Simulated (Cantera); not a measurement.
Feed: 1 mol Al(CH₃)₃, 1.6 mol N₂O, 330 mol N₂, held at 2023.15 K.

Equilibrium computed with Cantera from the NASA thermochemical tables; the gas is ideal and each condensed phase is pure. Candidate condensed phases: Al, AlN, Al₂O₃, C, C₆H₆, C₇H₈, C₈H₁₈, H₂O; 148 gas species. The feed counts by its element totals alone. Equilibrium is a limit: real reactors are often held back by kinetics, nucleation or transport.

Question: At 0.0750 Torr, list the 7 most abundant gas species with their mole fractions, and the condensed phases.

Answer: N₂ 0.971, H 0.0141, H₂ 0.00551, CO 0.00469, Al 0.00293, HCN 0.00118, CN 7.50e-5. Condensed: C(graphite).
